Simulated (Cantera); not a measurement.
A closed system holds: 1 mol C₂H₂, 0.43 mol CO₂, held at 383 Torr.

Equilibrium computed with Cantera from the NASA thermochemical tables; the gas is ideal and each condensed phase is pure. Candidate condensed phases: C, C₆H₆, C₇H₈, C₈H₁₈, H₂O; 110 gas species. Equilibrium is a limit: real reactors are often held back by kinetics, nucleation or transport.

### Question
At 2002 °C, list the 4 most abundant gas species with their mole fractions, and the condensed phases.

### Answer
H₂ 0.529, CO 0.460, H 0.00865, C₂H₂ (acetylene) 0.00201. Condensed: C(graphite).
